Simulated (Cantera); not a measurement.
Mixture: CH4 : O2 : N2 = 1 : 1.18 : 4.42 (molar parts), equivalence ratio 1.7, at 2.60 bar, adiabatic and at constant pressure. Ignition delay is the time to a rise of 400 K.

Detailed kinetics in Cantera: GRI-Mech 3.0 (53 species, 325 reactions).

Task: At T0 = 1223 K, what is the delay, and which 7 reactions control it most (d ln τ / d ln k, from doubling and halving each rate constant)?

Result: The delay is 18.8 ms.
```tsv
reaction	d ln τ / d ln k	faster rate
2 CH3 (+M) <=> C2H6 (+M)	0.54	lengthens it
CH3 + O2 <=> CH2O + OH	-0.38	shortens it
CH2O + O2 <=> HCO + HO2	-0.34	shortens it
CH3 + O2 <=> CH3O + O	-0.29	shortens it
CH3 + HO2 <=> CH3O + OH	-0.25	shortens it
CH4 + H <=> CH3 + H2	0.22	lengthens it
H + O2 <=> O + OH	-0.19	shortens it
```
